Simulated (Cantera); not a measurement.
## Hydrocarbon pyrolysis for carbon deposition

An isothermal, constant-pressure homogeneous reactor starts with C₂H₆ : N₂ = 1 : 63 (molar parts), at 1500 K and 0.170 bar.

Cantera simulation using GRI-Mech 3.0 (53 species, 325 reactions); the numbers are that mechanism's predictions, not measurements. GRI-Mech 3.0 stops at C3 and has no aromatics, soot or wall deposition, so with more carbon than oxygen in the feed, carbon stays in small species such as C2H2 where larger ones or solid carbon would form.

```json
[
 {"t (s)": "1.00e-6", "x C₂H₆": "0.0156", "x CH₃": "7.72e-6", "x H₂": "7.08e-10", "x C₂H₄": "6.41e-10", "x CH₂": "<1e-12", "x C₂H": "<1e-12"},
 {"t (s)": "3.84e-6", "x C₂H₆": "0.0156", "x CH₃": "2.96e-5", "x H₂": "1.18e-8", "x C₂H₄": "1.78e-8", "x CH₂": "4.71e-11", "x C₂H": "<1e-12"},
 {"t (s)": "1.48e-5", "x C₂H₆": "0.0156", "x CH₃": "0.000113", "x H₂": "4.05e-7", "x C₂H₄": "6.58e-7", "x CH₂": "2.65e-9", "x C₂H": "<1e-12"},
 {"t (s)": "5.68e-5", "x C₂H₆": "0.0154", "x CH₃": "0.000409", "x H₂": "2.58e-5", "x C₂H₄": "3.07e-5", "x CH₂": "1.30e-7", "x C₂H": "<1e-12"},
 {"t (s)": "0.000218", "x C₂H₆": "0.0137", "x CH₃": "0.00115", "x H₂": "0.00101", "x C₂H₄": "0.00107", "x CH₂": "1.69e-6", "x C₂H": "6.32e-10"},
 {"t (s)": "0.000839", "x C₂H₆": "0.00659", "x CH₃": "0.00118", "x H₂": "0.00741", "x C₂H₄": "0.00666", "x CH₂": "2.47e-6", "x C₂H": "1.63e-8"},
 {"t (s)": "0.00323", "x C₂H₆": "0.000354", "x CH₃": "0.000287", "x H₂": "0.0175", "x C₂H₄": "0.00698", "x CH₂": "6.39e-7", "x C₂H": "4.59e-8"},
 {"t (s)": "0.0124", "x C₂H₆": "1.05e-5", "x CH₃": "5.54e-5", "x H₂": "0.0222", "x C₂H₄": "0.00294", "x CH₂": "3.41e-8", "x C₂H": "1.58e-8"},
 {"t (s)": "0.0477", "x C₂H₆": "1.35e-6", "x CH₃": "1.96e-5", "x H₂": "0.0242", "x C₂H₄": "0.000950", "x CH₂": "4.41e-9", "x C₂H": "6.57e-9"},
 {"t (s)": "0.183", "x C₂H₆": "8.08e-7", "x CH₃": "1.53e-5", "x H₂": "0.0251", "x C₂H₄": "8.12e-5", "x CH₂": "2.73e-9", "x C₂H": "5.55e-9"},
 {"t (s)": "0.704", "x C₂H₆": "7.29e-7", "x CH₃": "1.46e-5", "x H₂": "0.0255", "x C₂H₄": "2.50e-5", "x CH₂": "2.62e-9", "x C₂H": "5.65e-9"},
 {"t (s)": "2.71", "x C₂H₆": "5.04e-7", "x CH₃": "1.22e-5", "x H₂": "0.0263", "x C₂H₄": "2.32e-5", "x CH₂": "2.23e-9", "x C₂H": "5.85e-9"},
 {"t (s)": "10.4", "x C₂H₆": "1.77e-7", "x CH₃": "7.28e-6", "x H₂": "0.0280", "x C₂H₄": "2.13e-5", "x CH₂": "1.39e-9", "x C₂H": "6.30e-9"},
 {"t (s)": "40.0", "x C₂H₆": "2.43e-8", "x CH₃": "2.72e-6", "x H₂": "0.0295", "x C₂H₄": "2.12e-5", "x CH₂": "5.45e-10", "x C₂H": "6.78e-9"}
]
```
x: mole fraction; the columns are a selection and need not sum to one.

Equilibrium at this temperature and pressure: C₂H₆ 1.73e-10, CH₃ 1.96e-7, H₂ 0.0302, C₂H₄ 3.89e-6, CH₂ 4.02e-11, C₂H 1.25e-9 (gas phase only).
